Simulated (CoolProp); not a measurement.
Vapour pressure (MPa) of hexamethyldisiloxane (MM): the reference equation beside estimates from Tc = 245.6 °C, pc = 1.931 MPa, ω = 0.418. Clausius-Clapeyron is anchored at 88.95 °C with a constant enthalpy of vaporisation of 32.26 kJ/mol.

Computed with CoolProp (reference Helmholtz-energy equation of state, Thol 2016).

```tsv
T (°C)	reference	Lee-Kesler	Clausius-Clapeyron	Redlich-Kwong	Soave-Redlich-Kwong	Peng-Robinson
-4.15	0.001038	0.001019	0.001753	0.007136	0.001041	0.001140
11.35	0.002677	0.002621	0.003846	0.01442	0.002663	0.002848
26.85	0.006120	0.006001	0.007781	0.02660	0.006067	0.006366
42.45	0.01272	0.01252	0.01475	0.04573	0.01260	0.01302
57.95	0.02418	0.02393	0.02622	0.07363	0.02399	0.02448
73.45	0.04284	0.04262	0.04428	0.1126	0.04263	0.04308
88.95	0.07151	0.07150	0.07151	0.1650	0.07144	0.07164
104.55	0.1138	0.1142	0.1113	0.2335	0.1142	0.1138
120.05	0.1728	0.1740	0.1669	0.3196	0.1743	0.1729
135.55	0.2529	0.2552	0.2427	0.4258	0.2563	0.2536
151.05	0.3586	0.3623	0.3433	0.5543	0.3650	0.3605
166.65	0.4958	0.5011	0.4749	0.7081	0.5067	0.5001
182.15	0.6684	0.6754	0.6412	0.8873	0.6849	0.6763
197.65	0.8838	0.8925	0.8489	1.095	0.9063	0.8962
```

Absolute difference from the reference over all 14 rows, mean and median: Lee-Kesler 1.1 and 1.0 %, Clausius-Clapeyron 13.8 and 4.1 %, Redlich-Kwong 180.8 and 118.0 %, Soave-Redlich-Kwong 1.1 and 0.9 %, Peng-Robinson 2.1 and 1.0 %.
